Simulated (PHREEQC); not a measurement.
A solution holds 2.4 mmol/kgw PbCl2, 1.2 mmol/kgw HNO3 and 13 mmol/kgw Zn(NO3)2, at 75 °C. Closed to the air; pH follows from the charge balance.

The numbers come from PHREEQC with the ion-association model, wateq4f.dat.

| quantity | before | after |
|---|---|---|
| pH | 2.99 | 4.92 |
| ionic strength (mol/kgw) | 0.0453 | 0.000473 |
| Cl- (mol/kgw) | 0.00403 | 4.78e-5 |

**Question.** What was changed between the two runs?
A) diluted 100-fold with water
B) PbCl2 replaced by RbCl at the same molality
C) diluted 2-fold with water
D) PbCl2 from 0.0024 to 0.00024 mol/kgw
E) diluted 10-fold with water

**Answer.** A, diluted 100-fold with water

Precipitation was switched off in this run. Away from 25 °C the constants follow the database's enthalpies or fits; those with neither stay at their 25 °C values.
